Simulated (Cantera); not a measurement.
Input: 1 mol CCl4, 0.23 mol HCl, 12 mol H2, 0.25 mol F2, at 0.0800 bar.

Equilibrium computed with Cantera from the NASA thermochemical tables; the gas is ideal and each condensed phase is pure. Candidate condensed phases: C, C6H6, C7H8, C8H18; 118 gas species. Kinetics and transport are ignored.

Question: What share of the C ends up in condensed phases as a function of T (°C), at 1200, 1400, 1600, 1800, 2000, 2200, 2400, 2600, 2800, 3000?

Answer: 
```tsv
T (°C)	C condensed (%)	as
1200	99.8	C(graphite)
1400	99.8	C(graphite)
1600	99.4	C(graphite)
1800	97.6	C(graphite)
2000	92.7	C(graphite)
2200	81.6	C(graphite)
2400	60.1	C(graphite)
2600	19.8	C(graphite)
2800	0.0	-
3000	0.0	-
```
